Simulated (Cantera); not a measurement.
Cantera run:

```python
import numpy as np
import cantera as ct

gas_names = """
    C CH CH2 CH3 CH2OH CH3O CH4 CH3OH CN CO CO2 COOH C2 C2H CHCO,ketyl C2H2,acetylene C2H2,vinylidene
    CH2CO,ketene C2H3,vinyl CH3CN CH3CO,acetyl C2H4 C2H4O,ethylen CH3CHO,ethanal CH3COOH (HCOOH)2 C2H5
    C2H6 CH3OCH3 C2H5OH CCN CNC C2N2 C2O C3 C3H3,propargyl C3H4,allene C3H4,propyne C3H4,cyclo-
    C3H5,allyl C3H6,propylene C3H6,cyclo- C3H6O C3H7,n-propyl C3H7,i-propyl C3H8 C3H8O,1propanol
    C3H8O,2propanol C3O2 C4 C4H2 C4H4,1,3-cyclo- C4H6,butadiene C4H6,2-butyne C4H6,cyclo- C4H8,1-butene
    C4H8,cis2-buten C4H8,tr2-butene C4H8,isobutene C4H8,cyclo- (CH3COOH)2 C4H9,n-butyl C4H9,i-butyl
    C4H9,s-butyl C4H9,t-butyl C4H10,isobutane C4H10,n-butane C4N2 C5 C5H6,1,3cyclo- C5H8,cyclo-
    C5H10,1-pentene C5H10,cyclo- C5H11,pentyl C5H11,t-pentyl C5H12,n-pentane C5H12,i-pentane
    CH3C(CH3)2CH3 C6H2 C6H5,phenyl C6H5O,phenoxy C6H6 C6H5OH,phenol C6H10,cyclo- C6H12,1-hexene
    C6H12,cyclo- C6H13,n-hexyl C7H7,benzyl C7H8 C7H8O,cresol C7H14,1-heptene C7H15,n-heptyl
    C7H16,n-heptane C8H8,styrene C8H10,ethylbenz C8H16,1-octene C8H17,n-octyl C8H18,isooctane
    C8H18,n-octane C9H19,n-nonyl C10H8,naphthale C10H21,n-decyl C12H9,o-bipheny C12H10,bipheny H HCN HCO
    HCCN HNC HNCO HNO HNO2 HNO3 HO2 H2 HCHO,formaldehy HCOOH H2O H2O2 N NCO NH NH2 NH3 NH2OH NO NO2 NO3
    N2 N2H2 N2H4 N2O O OH O2 O3
""".split()
cond_names = """
    C(gr) C6H6(L) C7H8(L) C8H18(L),n-octa H2O(s) H2O(L)
""".split()


def load(file, names, dense=False):
    # The tables refer to 1 bar. Condensed volumes are neglected.
    table = {s.name: s for s in ct.Species.list_from_file(file)}
    out = []
    for n in names:
        d = dict(table[n].input_data)
        d["thermo"] = dict(d["thermo"], **{"reference-pressure": 1e5})
        if dense:
            d["equation-of-state"] = {"model": "constant-volume", "density": "1e6 g/cm^3"}
        out.append(ct.Species.from_dict(d))
    return out


gas = ct.Solution(thermo="ideal-gas", species=load("nasa_gas.yaml", gas_names))
cond = {s.name: ct.Solution(thermo="fixed-stoichiometry", species=[s], name=s.name)
        for s in load("nasa_condensed.yaml", cond_names, dense=True)}
atoms = {
    'C6H6': {'C': 6, 'H': 6},
    'NH3': {'N': 1, 'H': 3},
    'H2': {'H': 2},
    'H2O': {'H': 2, 'O': 1},
}
top_T = {'C(gr)': 4500}  # K; cautious upper limits of use, not melting points


def equilibrate(T, P, feed):
    n = {}
    for name, mol in feed.items():
        for a, k in atoms[name].items():
            n[a] = n.get(a, 0.0) + k * mol
    gas.TPX = T, P, n
    mass = sum(n.values()) * gas.mean_molecular_weight
    gas.equilibrate("TP")
    valid = [c for c in cond.values() if c.min_temp <= T <= top_T.get(c.name, c.max_temp)]
    mix = ct.Mixture([(gas, mass / gas.mean_molecular_weight)] + [(c, 0.0) for c in valid])
    mix.T, mix.P = T, P
    mix.equilibrate("TP", solver="vcs", rtol=1e-11, max_steps=5000)
    return mix


results = []
feed = {'C6H6': 1, 'NH3': 0.037, 'H2': 3.9, 'H2O': 0.037}  # mol
T = 2775  # K
P = 1000  # Pa
mix = equilibrate(T, P, feed)
results.append((T, P, feed, dict(zip(mix.species_names, mix.species_moles))))
print(gas.report(threshold=1e-05))
for i in range(1, mix.n_phases):
    print(f"{mix.phase(i).name:16s} {mix.phase_moles(i):12.5e} mol")
```

Result:

```
       temperature   2775 K
          pressure   1000 Pa
           density   9.41e-05 kg/m^3
  mean mol. weight   2.1711 kg/kmol
   phase of matter   gas

                          1 kg             1 kmol
                     ---------------   ---------------
          enthalpy        8.5487e+07         1.856e+08  J
   internal energy         7.486e+07        1.6253e+08  J
           entropy        1.0539e+05        2.2883e+05  J/K
    Gibbs function       -2.0698e+08       -4.4939e+08  J
 heat capacity c_p             13521             29355  J/K
 heat capacity c_v            9691.1             21041  J/K

                      mass frac. Y      mole frac. X     chem. pot. / RT
                     ---------------   ---------------   ---------------
                 C         0.0027663        0.00050005           -3.5098
                CH        0.00013695        2.2838e-05           -16.483
                CN         0.0023436        0.00019557           -23.577
                CO          0.050184         0.0038899           -43.812
                C2         0.0024886        0.00022492           -7.0196
               C2H          0.021807         0.0018916           -19.993
    C2H2,acetylene           0.17048          0.014215           -32.967
   C2H2,vinylidene        0.00030601        2.5516e-05           -32.967
                C3          0.038419         0.0023149           -10.529
              C4H2         0.0041815        0.00018135           -39.986
                C5        0.00056089        2.0278e-05           -17.549
                 H           0.23669            0.5098           -12.974
               HCN          0.027061          0.002174            -36.55
               HNC         0.0042109        0.00033828            -36.55
                H2           0.43047           0.46359           -25.947
                N2         0.0076177        0.00059039           -40.134
     [ +120 minor]        0.00028556        2.2175e-05

C(gr)             5.54674e+00 mol
```

Equilibrium computed with Cantera from the NASA thermochemical tables; the gas is ideal and each condensed phase is pure.
